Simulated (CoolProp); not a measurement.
Vapour-liquid equilibrium of hydrogen sulfide (1) + n-butane (2) at 225.5 K; x and y are mole fractions of (1).

Model: multi-fluid Helmholtz-energy mixture model, Lemmon 2006 and Bücker 2006; pair parameters Kunz 2012, in CoolProp.

```
x      bubble pressure (MPa)  y at the bubble point  dew pressure at overall composition x (MPa)  liquid density (mol/L)
-----  ---------------------  ---------------------  -------------------------------------------  ----------------------
0.05                 0.03890                  0.730                                          [?]                   11.44
0.125                0.07278                  0.863                                      0.01243                   11.90
0.2                      [?]                  0.904                                      0.01358                   12.46
0.275                 0.1164                  0.923                                      0.01496                   13.11
0.35                  0.1295                  0.934                                      0.01665                   13.87
0.425                 0.1389                  0.941                                      0.01878                   14.76
0.5                      [?]                  0.946                                          [?]                   15.78
0.575                 0.1512                  0.950                                      0.02521                     [?]
0.65                     [?]                  0.954                                      0.03040                   18.30
0.725                 0.1605                  0.958                                      0.03828                   19.84
0.8                   0.1655                  0.964                                      0.05161                   21.58
0.875                 0.1715                  0.972                                          [?]                   23.52
0.95                  0.1789                  0.986                                       0.1511                   25.67
```

**Question.** Fill in the missing entries.

**Answer.** 
- 0.05, dew pressure at overall composition x (MPa): 0.01146
- 0.2, bubble pressure (MPa): 0.09804
- 0.5, bubble pressure (MPa): 0.1458
- 0.5, dew pressure at overall composition x (MPa): 0.02153
- 0.575, liquid density (mol/L): 16.95
- 0.65, bubble pressure (MPa): 0.1559
- 0.875, dew pressure at overall composition x (MPa): 0.07878

No azeotrope shows between x = 0.05 and 0.95.

Pair parameters are fitted to limited data, so mixtures are less certain than the pure fluids. With so large a gap from Raoult's law the liquid may split in two, which this calculation doesn't test in full.
